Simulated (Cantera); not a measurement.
Feed: 1 mol SiCl4, 0.7 mol N2, 24 mol H2, at 46.5 Torr.

These are equilibrium values from Cantera (NASA tables, ideal gas, pure condensed phases), not measurements of a reactor. Candidate condensed phases: NH4Cl, Si, Si3N4; 28 gas species. N2 is the only nitrogen source here; it is nearly inert below about 1500 K, so the nitride shown seldom forms there in practice. Gases not in the tables: Si2H6 and higher silanes. Equilibrium is a limit: real reactors are often held back by kinetics, nucleation or transport.

**Question.** Which condensed phases are stable at each of these points (T (K)): 1475, 1525, 1575, 1625, 1675, 1725, 1775, 1825, 1875, 1925, 1975, 2025, 2075?

**Answer.** 
```csv
T (K),condensed phases,Si condensed (%)
1475,Si3N4(s),72.3
1525,Si3N4(s),61.7
1575,Si3N4(s),49.2
1625,Si3N4(s),35.3
1675,Si3N4(s),20.7
1725,Si(l),16.8
1775,Si(l),19.1
1825,Si(l),21.3
1875,Si(l),23.2
1925,Si(l),24.7
1975,Si(l),25.7
2025,Si(l),25.9
2075,Si(l),25.0
```

From 1475 K to 1675 K the condensed part is Si3N4(s). From 1725 K to 2075 K the condensed part is Si(l).
